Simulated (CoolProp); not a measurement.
Vapour-liquid equilibrium of R22 (1) + dimethyl ether (2) at 1.03 MPa; x and y are mole fractions of (1).

Computed with CoolProp (multi-fluid Helmholtz-energy mixture model, Kamei 1995 and Wu 2011; pair parameters Bell 2016).

| x | bubble temperature, mixture model (K) | bubble temperature, Raoult's law (K) | y, mixture model | y, Raoult's law |
|---|---|---|---|---|
| 0.05 | 319.3 | 317.5 | 0.044 | 0.083 |
| 0.15 | 319.8 | 314.9 | 0.142 | 0.233 |
| 0.25 | 319.9 | 312.4 | 0.254 | 0.365 |
| 0.35 | 319.4 | 310.0 | 0.381 | 0.483 |
| 0.45 | 318.1 | 307.8 | 0.515 | 0.587 |
| 0.55 | 315.8 | 305.8 | 0.649 | 0.681 |
| 0.65 | 312.5 | 303.8 | 0.771 | 0.765 |
| 0.75 | 308.4 | 301.9 | 0.871 | 0.840 |
| 0.85 | 303.9 | 300.2 | 0.942 | 0.909 |
| 0.95 | 299.6 | 298.5 | 0.986 | 0.971 |

The largest gap from Raoult's law is +10.3 K in bubble temperature, at x = 0.45. y crosses x between x = 0.15 and 0.25: the model has an azeotrope there.

Pair parameters are fitted to limited data, so mixtures are less certain than the pure fluids.
